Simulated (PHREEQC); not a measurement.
## Copper plating or etch bath (model solution)

Dissolve 0.031 mol Cu(NO3)2, 0.06 mol HCl and 3.7e-05 mol KCl per kg of water at 25 °C. Closed to the air; pH follows from the charge balance.

Equilibrium calculation in PHREEQC: ion-association model, phreeqc.dat.

```
Item                          Value
--------------------  -------------
pH                             1.31
ionic strength        0.150 mol/kgw
specific conductance    26200 µS/cm
density                 1.003 g/cm³
total alkalinity       -60.0 meq/kg
```

```
species  molality  activity   log γ
-------  --------  --------  ------
NO3-       0.0620    0.0446  -0.143
H+         0.0600    0.0485  -0.092
Cl-        0.0583    0.0430  -0.132
Cu+2       0.0293    0.0105  -0.448
CuCl+     0.00164   0.00121  -0.131
K+        3.70e-5   2.72e-5  -0.134
CuCl2     2.70e-5   2.80e-5   0.015
CuCl3-    5.77e-9   4.27e-9  -0.131
CuOH+     2.90e-9   2.15e-9  -0.131
```

No solid was allowed to form. Species that the database lacks are ignored.
